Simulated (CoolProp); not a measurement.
Vapour pressure (MPa) of chlorine: the reference equation beside estimates from Tc = 143.7 °C, pc = 7.642 MPa, ω = 0.070. Clausius-Clapeyron is anchored at 8.25 °C with a constant enthalpy of vaporisation of 18.46 kJ/mol.

The numbers come from the reference Helmholtz-energy equation of state, Thol 2021 in CoolProp.

```csv
T (°C),reference,Clausius-Clapeyron,van der Waals,Redlich-Kwong,Soave-Redlich-Kwong
-1.95,0.3451,0.3555,1.043,0.3488,0.3470
3.15,0.4077,0.4135,1.153,0.4142,0.4092
8.25,0.4783,0.4783,1.270,0.4881,0.4794
13.25,0.5562,0.5490,1.392,0.5696,0.5567
18.35,0.6449,0.6287,1.524,0.6624,0.6447
23.45,0.7436,0.7167,1.664,0.7656,0.7428
28.55,0.8531,0.8134,1.812,0.8800,0.8515
33.65,0.9740,0.9193,1.969,1.006,0.9714
38.65,1.104,1.032,2.130,1.141,1.101
43.75,1.249,1.158,2.304,1.292,1.245
48.85,1.408,1.294,2.486,1.457,1.403
53.95,1.581,1.441,2.677,1.635,1.574
58.95,1.764,1.596,2.874,1.824,1.757
64.05,1.966,1.765,3.083,2.032,1.959
69.15,2.184,1.947,3.302,2.256,2.176
```

Absolute difference from the reference over all 15 rows, mean and median: Clausius-Clapeyron 5.6 and 5.6 %, van der Waals 111.3 and 102.2 %, Redlich-Kwong 2.9 and 3.3 %, Soave-Redlich-Kwong 0.3 and 0.3 %.
